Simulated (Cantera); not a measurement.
**Thermodynamics of aluminium nitride and oxide growth, feed Al(CH3)3 + N2 + H2 + NH3**

Charge: 1 mol Al(CH3)3, 60 mol N2, 34 mol H2, 40 mol NH3.

These are equilibrium values from Cantera (NASA tables, ideal gas, pure condensed phases), not measurements of a reactor. Candidate condensed phases: Al, AlN, C, C6H6, C7H8, C8H18; 97 gas species. The feed counts by its element totals alone. The numbers say what is thermodynamically allowed, not how fast it happens.

**Question.** Map the stable condensed phases over T = 1523, 1573, 1623, 1673, 1723, 1773, 1823, 1873, 1923, 1973, 2023, 2073, 2123 K and P in Pa = 10, 37, 140, 520, 1900, 7200, 27000, 100000.

**Answer.** 
```
T in K \ P in Pa
             10     37    140    520   1900   7200  27000 100000
   2123       A      A      A      A      A      A      B      B
   2073       A      A      A      A      A      A      B      B
   2023       A      A      A      A      A      B      B      B
   1973       A      A      A      A      A      B      B      B
   1923       A      A      A      A      B      B      B      B
   1873       A      A      A      A      B      B      B      B
   1823       A      A      A      B      B      B      B      B
   1773       A      A      B      B      B      B      B      B
   1723       A      A      B      B      B      B      B      B
   1673       A      B      B      B      B      B      B      B
   1623       B      B      B      B      B      B      B      B
   1573       B      B      B      B      B      B      B      B
   1523       B      B      B      B      B      B      B      B
```
A: C; B: AlN + C.
